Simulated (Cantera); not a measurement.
Mixture: 9.51 % CH4, 19.0 % O2, 71.5 % N2, equivalence ratio 1.0, at 2.96 atm, adiabatic and at constant pressure. Ignition delay is the time to a rise of 400 K.

Computed with Cantera and GRI-Mech 3.0 (53 species, 325 reactions).

### Question
Predict: delay at 1048 K; delay at 1098 K; delay at 1148 K; delay at 1198 K; delay at 1248 K; delay at 1298 K; apparent activation energy between 1198 and 1298 K.

### Answer
```
Quantity                                                 Value
--------------------------------------------------  ----------
delay at 1048 K                                        0.151 s
delay at 1098 K                                        70.5 ms
delay at 1148 K                                        34.3 ms
delay at 1198 K                                        17.2 ms
delay at 1248 K                                        8.95 ms
delay at 1298 K                                        4.79 ms
apparent activation energy between 1198 and 1298 K  170 kJ/mol
```
